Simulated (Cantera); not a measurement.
Transport properties of process gases

Gas mixture: 44.9 % NH₃, 20.6 % H₂O, 34.6 % C₂H₄, at 35000 Pa, frozen composition.

Cantera's kinetic-theory transport with the Lennard-Jones parameters of GRI-Mech 3.0, ideal gas; thermal conductivity in the mixture-averaged form. Polar gases are described roughly by these parameters. The composition is frozen, though it would react at the higher temperatures.

```tsv
T (K)	ρ (kg/m³)	cp (J/kg/K)	μ (µPa s)	λ (mW/m/K)	Pr	D (cm²/s) H₂	D (cm²/s) O	D (cm²/s) NH₃
400	0.221	2024	13.8	38.8	0.717	3.57	1.54	0.873
650	0.136	2589	21.9	77.1	0.735	8.29	3.64	2.26
900	0.0984	2999	29.2	119	0.735	14.4	6.38	4.17
1150	0.0770	3342	35.9	162	0.739	21.7	9.67	6.52
1400	0.0633	3600	41.9	204	0.739	30.2	13.5	9.26
1650	0.0537	3800	47.5	245	0.738	39.6	17.7	12.4
```
D: mixture-averaged diffusion coefficient of that species in the mixture.
